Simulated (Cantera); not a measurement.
# Premixed flame

A freely propagating, adiabatic, planar premixed flame of 44.4 % H₂, 13.9 % O₂, 41.7 % N₂, equivalence ratio 1.6, unburnt at 675 K and 780000 Pa; multicomponent+Soret transport, grid criteria slope 0.08 and curve 0.16, no radiation.

Detailed kinetics in Cantera: the H2/O2 subset of GRI-Mech 3.0, which has no nitrogen chemistry. The hydrogen kinetics of GRI-Mech 3.0 are dated; newer H2 mechanisms differ, most at raised pressure. Burning velocities carry a grid error of a few per cent, more on coarse grids.

```json
[
 {"z (mm)": "-0.0960", "T (K)": "675", "u (m/s)": "12.8", "x H₂": "0.444", "x O₂": "0.139", "x H": "<1e-8", "x HO₂": "<1e-8", "x H₂O": "<1e-8", "x H₂O₂": "<1e-8"},
 {"z (mm)": "-0.0640", "T (K)": "675", "u (m/s)": "12.8", "x H₂": "0.444", "x O₂": "0.139", "x H": "<1e-8", "x HO₂": "<1e-8", "x H₂O": "<1e-8", "x H₂O₂": "<1e-8"},
 {"z (mm)": "-0.0480", "T (K)": "675", "u (m/s)": "12.8", "x H₂": "0.444", "x O₂": "0.139", "x H": "<1e-8", "x HO₂": "6.84e-8", "x H₂O": "1.15e-7", "x H₂O₂": "<1e-8"},
 {"z (mm)": "-0.0320", "T (K)": "675", "u (m/s)": "12.8", "x H₂": "0.443", "x O₂": "0.139", "x H": "3.65e-8", "x HO₂": "3.03e-6", "x H₂O": "3.84e-6", "x H₂O₂": "1.73e-8"},
 {"z (mm)": "-0.0160", "T (K)": "721", "u (m/s)": "13.2", "x H₂": "0.423", "x O₂": "0.142", "x H": "0.000203", "x HO₂": "0.000750", "x H₂O": "0.00198", "x H₂O₂": "1.34e-5"},
 {"z (mm)": "-0.00800", "T (K)": "1023", "u (m/s)": "18.1", "x H₂": "0.378", "x O₂": "0.134", "x H": "0.00627", "x HO₂": "0.000953", "x H₂O": "0.0315", "x H₂O₂": "6.34e-5"},
 {"z (mm)": "0", "T (K)": "1504", "u (m/s)": "25.9", "x H₂": "0.290", "x O₂": "0.0913", "x H": "0.0323", "x HO₂": "0.000454", "x H₂O": "0.121", "x H₂O₂": "1.66e-5"},
 {"z (mm)": "0.00800", "T (K)": "1843", "u (m/s)": "31.5", "x H₂": "0.209", "x O₂": "0.0391", "x H": "0.0581", "x HO₂": "0.000180", "x H₂O": "0.218", "x H₂O₂": "4.10e-6"},
 {"z (mm)": "0.0160", "T (K)": "2018", "u (m/s)": "34.3", "x H₂": "0.176", "x O₂": "0.0146", "x H": "0.0649", "x HO₂": "6.36e-5", "x H₂O": "0.264", "x H₂O₂": "2.50e-6"},
 {"z (mm)": "0.0320", "T (K)": "2184", "u (m/s)": "36.9", "x H₂": "0.167", "x O₂": "0.00385", "x H": "0.0577", "x HO₂": "1.64e-5", "x H₂O": "0.287", "x H₂O₂": "1.34e-6"},
 {"z (mm)": "0.0640", "T (K)": "2334", "u (m/s)": "39.0", "x H₂": "0.172", "x O₂": "0.00170", "x H": "0.0432", "x HO₂": "7.25e-6", "x H₂O": "0.296", "x H₂O₂": "8.02e-7"},
 {"z (mm)": "0.128", "T (K)": "2464", "u (m/s)": "40.8", "x H₂": "0.178", "x O₂": "0.000863", "x H": "0.0296", "x HO₂": "3.51e-6", "x H₂O": "0.304", "x H₂O₂": "5.09e-7"},
 {"z (mm)": "0.256", "T (K)": "2559", "u (m/s)": "42.1", "x H₂": "0.182", "x O₂": "0.000390", "x H": "0.0193", "x HO₂": "1.43e-6", "x H₂O": "0.311", "x H₂O₂": "3.00e-7"}
]
```
x: mole fraction of selected species; z is measured from the peak of heat release.

```json
{
 "laminar_burning_velocity": "1280 cm/s",
 "thermal_thickness": "0.0320 mm",
 "peak x(H)": "0.0649",
 "peak x(HO₂)": "0.00121",
 "peak x(H₂O₂)": "6.34e-5",
 "grid_points": "109"
}
```
